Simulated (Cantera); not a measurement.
An adiabatic, constant-pressure homogeneous reactor starts with 25.5 % CO, 1.02 % H2, 15.5 % O2, 58.0 % N2, at 1050 K and 1.00 atm.

Computed with Cantera and GRI-Mech 3.0 (53 species, 325 reactions).

Predict: time of steepest temperature rise; temperature at 0.200 s; equilibrium temperature; x(CO) at 0.200 s; x(H2) at 0.200 s; x(O2) at 0.200 s; x(HO2) at 0.200 s; x(NO2) at 0.200 s; x(OH) at 0.200 s.


* **time of steepest temperature rise**: 0.578 ms
* **temperature at 0.200 s**: 2588 K
* **equilibrium temperature**: 2588 K
* **x(CO) at 0.200 s**: 0.0605 (gas-phase equilibrium 0.0605)
* **x(H2) at 0.200 s**: 0.000367 (gas-phase equilibrium 0.000367)
* **x(O2) at 0.200 s**: 0.0458 (gas-phase equilibrium 0.0458)
* **x(HO2) at 0.200 s**: 1.69e-6 (gas-phase equilibrium 1.69e-6)
* **x(NO2) at 0.200 s**: 4.31e-6 (gas-phase equilibrium 4.31e-6)
* **x(OH) at 0.200 s**: 0.00381 (gas-phase equilibrium 0.00381)
